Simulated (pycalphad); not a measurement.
All values are pycalphad results on the COST 507 light-alloy database (1999) (1 atm), not direct measurements. The data set is of 1999 and partly superseded.

**Si-16Al (at.%): equilibrium cooling sequence**

```
T (K)            phases above           phases below
------  ---------------------  ---------------------
1605.6                 liquid  diamond (Si) + liquid
850.1   diamond (Si) + liquid     diamond (Si) + fcc
```

Changes were sought between steps of 40 K, so a narrower field can be missed.
